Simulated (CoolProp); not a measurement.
o-xylene at several states: Z from the reference equation and from simpler models built on Tc = 357.1 °C, pc = 3.737 MPa, ω = 0.312; each cubic takes its own stable root.

Computed with CoolProp (reference Helmholtz-energy equation of state, Zhou 2012).

| T (°C) | p (MPa) | phase | reference | van der Waals | Soave-Redlich-Kwong |
|---|---|---|---|---|---|
| 288.55 | 1.43 | gas | 0.7350 | 0.8228 | 0.7668 |
| 3.75 | 0.442 | liquid | 0.02280 | 0.03971 | 0.02614 |
| 120.55 | 10.2 | liquid | 0.4113 | 0.6824 | 0.4610 |
| 305.45 | 0.0167 | gas | 0.9978 | 0.9984 | 0.9980 |
| 123.05 | 0.0189 | gas | 0.9894 | 0.9956 | 0.9928 |
